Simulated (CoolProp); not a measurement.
c-C4F8 (RC318) at several states: fugacity coefficient from the reference equation and from simpler models built on Tc = 388.4 K, pc = 2.778 MPa, ω = 0.355; each cubic takes its own stable root.

Values from CoolProp's reference Helmholtz-energy equation of state, Platzer 1990. This equation is an older, rougher fit; its heat capacities, sound speeds and derivatives of the liquid may be far off and weren't checked against measurements.

| T (K) | p (MPa) | phase | reference |
|---|---|---|---|
| 284.4 | 3.29 | liquid | 0.06594 |
| 400.4 | 10 | supercritical | 0.3209 |
| 496.4 | 0.987 | gas | 0.9536 |
| 248 | 0.0198 | gas | 0.9897 |
| 315.1 | 1.77 | liquid | 0.2745 |
| 403.7 | 5.32 | supercritical | 0.4821 |

Task: How far does each simpler model (van der Waals, Redlich-Kwong, Soave-Redlich-Kwong, Peng-Robinson) lie from the reference over these 6 states: mean and median of the absolute difference, and the worst?

Result: 
- van der Waals: mean 59.3 %, median 8.4 %, worst +240.2 % at 284.4 K and 3.29 MPa
- Redlich-Kwong: mean 19.3 %, median 1.5 %, worst +73.8 % at 284.4 K and 3.29 MPa
- Soave-Redlich-Kwong: mean 1.6 %, median 1.1 %, worst +5.2 % at 400.4 K and 10 MPa
- Peng-Robinson: mean 1.7 %, median 1.8 %, worst -2.9 % at 403.7 K and 5.32 MPa
